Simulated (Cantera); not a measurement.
Cantera run, input and output.

```python
import numpy as np
import cantera as ct

gas = ct.Solution("gri30.yaml")
gas.TPX = 798, 100000, {'CH4': 1, 'H2': 1.5, 'O2': 4.58, 'N2': 23.4, 'H2O': 2.4}
inlet = ct.Reservoir(gas, clone=True)
gas.equilibrate("HP")  # start burning
reactor = ct.IdealGasConstPressureReactor(gas, energy="on", clone=False)
exhaust = ct.Reservoir(gas, clone=True)
tau = [0.025, 0.012, 0.0059, 0.0029, 0.0014, 0.00067, 0.00032, 0.00016, 7.6e-05][0]
for a, b in ((inlet, reactor), (reactor, exhaust)):
    ct.MassFlowController(a, b, mdot=lambda t: reactor.mass / tau)
net = ct.ReactorNet([reactor])
show = ['CH4', 'H2', 'O2', 'H', 'O', 'CH2']

rows = []
print(f"{'tau/s':>10s}{'T/K':>9s}" + "".join(f"{s:>11s}" for s in show))
for tau in [0.025, 0.012, 0.0059, 0.0029, 0.0014, 0.00067, 0.00032, 0.00016, 7.6e-05]:
    net.initial_time = 0.0
    net.advance(30 * tau)
    before = gas.X
    net.advance(40 * tau)
    drift = np.max(np.abs(gas.X - before) / (gas.X + 1e-9))
    rows.append([gas.T, *gas[show].X, drift])
    print(f"{tau:10.3e}{gas.T:9.1f}" + "".join(f"{x:11.3e}" for x in gas[show].X))
```

Output:

```
     tau/s      T/K        CH4         H2         O2          H          O        CH2
 2.500e-02   1773.4  1.381e-05  4.217e-04  5.677e-02  6.679e-05  2.535e-04  1.112e-07
 1.200e-02   1766.1  2.188e-05  6.702e-04  5.685e-02  1.340e-04  4.016e-04  1.987e-07
 5.900e-03   1755.7  3.430e-05  1.041e-03  5.701e-02  2.605e-04  6.222e-04  3.356e-07
 2.900e-03   1740.3  5.431e-05  1.595e-03  5.734e-02  4.965e-04  9.480e-04  5.439e-07
 1.400e-03   1717.3  8.883e-05  2.411e-03  5.795e-02  9.281e-04  1.418e-03  8.513e-07
 6.700e-04   1684.1  1.520e-04  3.551e-03  5.903e-02  1.654e-03  2.032e-03  1.281e-06
 3.200e-04   1638.0  2.789e-04  5.065e-03  6.092e-02  2.720e-03  2.709e-03  1.883e-06
 1.600e-04   1579.8  5.514e-04  6.985e-03  6.404e-02  3.877e-03  3.170e-03  2.749e-06
 7.600e-05   1488.9  1.541e-03  1.092e-02  7.125e-02  4.432e-03  2.767e-03  4.698e-06
```

Computed with Cantera and GRI-Mech 3.0 (53 species, 325 reactions).
